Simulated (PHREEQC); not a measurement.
# Alkaline etch or developer: an equilibrium model

Make-up at 40 °C: 3.5 mmol/kgw KOH and 0.0063 mmol/kgw H4SiO4. Closed to the air; pH follows from the charge balance.

Computed with PHREEQC (ion-association model, wateq4f.dat).

This is a speciation only: nothing precipitates in the calculation.

**Question.** What pH does the model give?

**Answer.** pH 11.06.

**Question.** In which forms is Si present?

**Answer.** H3SiO4- 95 %, H4SiO4 3.3 %, H2SiO4-2 2.2 % of the Si.

Species that the database lacks are ignored. At this temperature some constants are extrapolated from 25 °C, and those without enthalpy data are left unchanged.
